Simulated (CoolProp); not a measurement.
Vapour-liquid equilibrium of R125 (1) + R134a (2) at -69.45 °C; x and y are mole fractions of (1).

Values from CoolProp's multi-fluid Helmholtz-energy mixture model, Lemmon 2005 and Tillner-Roth 1994; pair parameters Lemmon 2004.

**Question.** Give the bubble pressure and the first vapour's composition at x = 0.25, 0.45, 0.55. Is there an azeotrope?

**Answer.** x = 0.25: 0.01417 MPa, y = 0.558; x = 0.45: 0.01878 MPa, y = 0.753; x = 0.55: 0.02105 MPa, y = 0.819. No azeotrope shows between x = 0.05 and 0.95.

The pair parameters rest on a limited set of measurements; away from them the model extrapolates.
